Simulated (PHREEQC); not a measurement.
Dissolve 0.28 mol/kgw HCl, 0.0058 mol/kgw ZnSO4 and 0.00042 mol/kgw MnSO4 at 20 °C. Closed to the air; pH follows from the charge balance.

All values are PHREEQC results (ion-association model, phreeqc.dat), not measurements.

The ionic strength comes out as 0.292 mol/kgw. What activity coefficients do Zn+2, Mn+2, MnCl+, HSO4-, ZnCl3- get?

Zn+2 0.26, Mn+2 0.30, MnCl+ 0.72, HSO4- 0.74, ZnCl3- 0.69.

No solid was allowed to form. Complexes and solids missing from the database can't appear.
